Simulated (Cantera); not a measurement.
A perfectly stirred reactor is fed with 3.10 % H2, 96.9 % O2, equivalence ratio 0.016, at 2670 Pa; it is held at 973 K, and followed from long to short residence time.

Cantera simulation using GRI-Mech 3.0 (53 species, 325 reactions); the numbers are that mechanism's predictions, not measurements. Radical loss at walls, strong at low pressure, is not modelled.

One state of this run: x H2 = 0.00351; x O2 = 0.964; x H2O2 = 3.68e-7; x H2O = 0.0267; x O = 0.00370; x HO2 = 1.09e-5; x H = 0.00123. x: mole fraction; the columns are a selection and need not sum to one.

Task: Which value of τ (s) does it belong to?
(A) 0.62
(B) 0.015
(C) 0.33
(D) 0.028

Result: B, 0.015
